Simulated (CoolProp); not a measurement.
The fluoroketone C6F12O (FK-5-1-12) along the isobar 4.54 bar: fugacity coefficient from the reference equation and from simpler models built on Tc = 441.8 K, pc = 18.69 bar, ω = 0.471; each cubic takes its own stable root.

Values from CoolProp's reference Helmholtz-energy equation of state, McLinden 2015.

```csv
T (K),phase,reference,van der Waals,Redlich-Kwong,Soave-Redlich-Kwong
221.9,liquid,0.0008490,0.1207,0.01034,0.0009152
249.7,liquid,0.007132,0.2464,0.04489,0.007323
277.5,liquid,0.03502,0.4326,0.1338,0.03537
305.3,liquid,[?],0.6797,0.3072,0.1192
333.1,liquid,0.3034,0.8597,0.5847,[?]
360.9,liquid,0.6347,0.8837,0.8552,0.6461
388.8,gas,0.8659,0.9025,[?],0.8710
416.6,gas,0.8964,0.9173,[?],0.8988
444.4,gas,0.9185,0.9293,0.9198,0.9202
472.2,gas,0.9349,0.9391,0.9328,0.9369
500,gas,0.9476,0.9472,0.9432,[?]
```

Fill in the missing entries.


- 305.3, reference: 0.1181
- 333.1, Soave-Redlich-Kwong: 0.3074
- 388.8, Redlich-Kwong: 0.8826
- 416.6, Redlich-Kwong: 0.9034
- 500, Soave-Redlich-Kwong: 0.9501

At some of these states van der Waals, Redlich-Kwong gives the other phase, because its saturation line lies elsewhere.
